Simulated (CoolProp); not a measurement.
Properties of ethanol along the isobar 0.101 MPa.

Model: reference Helmholtz-energy equation of state, Schroeder 2014, in CoolProp.

```
T (K)  phase       Z  cv (kJ/(kg K))  Prandtl number
-----  -----  ------  --------------  --------------
389.9    gas  0.9809           1.589           0.835
399.1    gas  0.9830           1.616           0.831
408.2    gas  0.9848           1.643           0.828
417.3    gas  0.9864           1.669           0.826
426.4    gas  0.9878           1.696           0.823
435.5    gas  0.9890           1.723           0.822
444.6    gas  0.9901           1.750           0.820
453.7    gas  0.9911           1.777           0.819
462.8    gas  0.9919           1.804           0.817
```

Viscosity comes from a separate model (Kiselev 2005). Thermal conductivity comes from a separate model (Assael 2013).
